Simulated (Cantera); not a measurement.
Charge: 1 mol H2S, 0.094 mol H2O, 0.13 mol O2, equilibrated at 2700 K and 20.0 bar.

Method: chemical equilibrium by Gibbs-energy minimisation in Cantera with the NASA 1993 tables (ideal gas, pure condensed phases). Candidate condensed phases: H2O, H2SO4, S; 19 gas species. Equilibrium is a limit: real reactors are often held back by kinetics, nucleation or transport.

Base state: H2 0.372, S2 0.215, H2O 0.189, H2S 0.111, SH 0.0636, SO 0.0194, S 0.00989, SO2 0.00878 (mole fractions); condensed: gas only.

What changes in the equilibrium state with this change: O2 from 0.13 to 0.7 mol?


| species | before | after |
|---|---|---|
| H2O | 0.189 | 0.403 |
| SO2 | 0.00878 | 0.172 |
| H2 | 0.372 | 0.153 |
| SO | 0.0194 | 0.0730 |
| H2S | 0.111 | 0.0332 |
| SH | 0.0636 | 0.0296 |
| S2 | 0.215 | 0.113 |
| O2 | 2.73e-6 | 7.37e-5 |
| O | 1.33e-5 | 6.93e-5 |
| OH | 0.00101 | 0.00335 |
| S2O | 0.00265 | 0.00727 |
